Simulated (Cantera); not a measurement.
An isothermal, constant-pressure homogeneous reactor starts with CH3OH : O2 : N2 = 0.014 : 0.0073 : 1 (molar parts), equivalence ratio 2.9, at 1175 K and 58000 Pa.

Detailed kinetics in Cantera: GRI-Mech 3.0 (53 species, 325 reactions). GRI-Mech 3.0 was tuned for natural gas; its chemistry of methanol as a main component is partial and can be far from experiment.

x: mole fraction; the columns are a selection and need not sum to one.

```tsv
t (s)	x CH3OH	x O2	x NO	x CO2	x C2H4	x HCN	x HO2
5.00e-6	0.0137	0.00715	<1e-12	7.44e-11	<1e-12	<1e-12	1.66e-10
2.06e-5	0.0137	0.00715	<1e-12	5.28e-10	<1e-12	<1e-12	3.18e-9
8.48e-5	0.0137	0.00715	<1e-12	2.48e-9	<1e-12	<1e-12	1.92e-8
0.000349	0.0137	0.00715	<1e-12	…	<1e-12	<1e-12	…
0.00144	0.0137	0.00715	<1e-12	4.37e-8	3.77e-12	<1e-12	4.30e-7
0.00592	0.0137	0.00715	<1e-12	1.80e-7	2.11e-11	<1e-12	1.88e-6
0.0244	0.0136	0.00713	<1e-12	7.43e-7	6.87e-11	<1e-12	8.48e-6
0.100	8.89e-11	2.14e-8	1.33e-8	0.00203	2.03e-10	4.95e-9	7.76e-12
0.413	1.89e-11	5.80e-11	1.28e-8	0.00302	1.39e-10	5.78e-9	<1e-12
1.70	4.34e-12	1.89e-12	8.19e-9	0.00332	1.41e-10	5.78e-9	<1e-12
7.00	1.00e-12	<1e-12	…	0.00351	1.42e-10	5.77e-9	<1e-12
```

Q: Some entries are withheld; supply them.

A: 
- 0.000349, x CO2: 1.05e-8
- 0.000349, x HO2: 9.08e-8
- 7.00, x NO: 3.91e-9
